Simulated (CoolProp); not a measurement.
The fluid at 293.15 K and 7.17 MPa is throttled through a valve to 3.08 MPa with no heat exchange. The same conditions are run with several fluids, on thermodynamics alone (safety and materials aside).

Computed with CoolProp (reference Helmholtz-energy equation of state of each fluid (nitrous oxide: Lemmon 2006; 1,2-dichloroethane: Thol 2015; ammonia: Gao 2020; methanol: de Reuck 1993; dimethyl carbonate: Zhou 2011)).

```tsv
fluid	temperature change (K)	final phase	final density (kg/m³)
nitrous oxide	-20.5	two-phase, vapour fraction 0.190	[?]
1,2-dichloroethane	[?]	liquid	[?]
ammonia	[?]	liquid	[?]
methanol	+1.4	liquid	[?]
dimethyl carbonate	+1.4	liquid	[?]
```

Problem. What belongs in the gaps?

Solution. 
- nitrous oxide, final density (kg/m³): 317
- 1,2-dichloroethane, temperature change (K): +1.7
- 1,2-dichloroethane, final density (kg/m³): 1250
- ammonia, temperature change (K): +0.4
- ammonia, final density (kg/m³): 612
- methanol, final density (kg/m³): 793
- dimethyl carbonate, final density (kg/m³): 1070
